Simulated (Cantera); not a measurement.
Feed: 1 mol Pb, a varied amount of O₂, 0.84 mol H₂, equilibrated at 773 K and 0.105 Torr.

Equilibrium computed with Cantera from the NASA thermochemical tables; the gas is ideal and each condensed phase is pure. Candidate condensed phases: H₂O, Pb, PbO, PbO₂, Pb₃O₄; 12 gas species. Kinetics and transport are ignored.

x: gas mole fraction; n: condensed amount in mol.

```json
[
 {"n(O₂) (mol)": "0.046", "x H₂O": "0.110", "x H₂": "0.890", "x O₂": "<1e-12", "x Pb": "0.000165", "x PbO": "<1e-12", "n Pb(l)": "1.000", "n PbO(yellow)": "0"},
 {"n(O₂) (mol)": "0.077", "x H₂O": "0.183", "x H₂": "0.817", "x O₂": "<1e-12", "x Pb": "0.000165", "x PbO": "___", "n Pb(l)": "1.000", "n PbO(yellow)": "0"},
 {"n(O₂) (mol)": "0.13", "x H₂O": "0.309", "x H₂": "0.690", "x O₂": "<1e-12", "x Pb": "0.000165", "x PbO": "___", "n Pb(l)": "1.000", "n PbO(yellow)": "0"},
 {"n(O₂) (mol)": "0.22", "x H₂O": "0.524", "x H₂": "0.476", "x O₂": "<1e-12", "x Pb": "0.000165", "x PbO": "___", "n Pb(l)": "1.000", "n PbO(yellow)": "0"},
 {"n(O₂) (mol)": "0.37", "x H₂O": "0.881", "x H₂": "0.119", "x O₂": "<1e-12", "x Pb": "0.000165", "x PbO": "___", "n Pb(l)": "1.000", "n PbO(yellow)": "0"},
 {"n(O₂) (mol)": "0.63", "x H₂O": "1.000", "x H₂": "5.49e-5", "x O₂": "<1e-12", "x Pb": "0.000165", "x PbO": "1.15e-7", "n Pb(l)": "0.580", "n PbO(yellow)": "0.420"},
 {"n(O₂) (mol)": "1.1", "x H₂O": "0.824", "x H₂": "2.35e-12", "x O₂": "0.176", "x Pb": "8.59e-12", "x PbO": "1.15e-7", "n Pb(l)": "0", "n PbO(yellow)": "1.00"},
 {"n(O₂) (mol)": "1.8", "x H₂O": "0.488", "x H₂": "<1e-12", "x O₂": "0.512", "x Pb": "5.04e-12", "x PbO": "1.15e-7", "n Pb(l)": "0", "n PbO(yellow)": "1.00"}
]
```

**Question.** Complete the blanks.

**Answer.** 
- 0.077, x PbO: 1.41e-12
- 0.13, x PbO: 2.82e-12
- 0.22, x PbO: 6.92e-12
- 0.37, x PbO: 4.66e-11
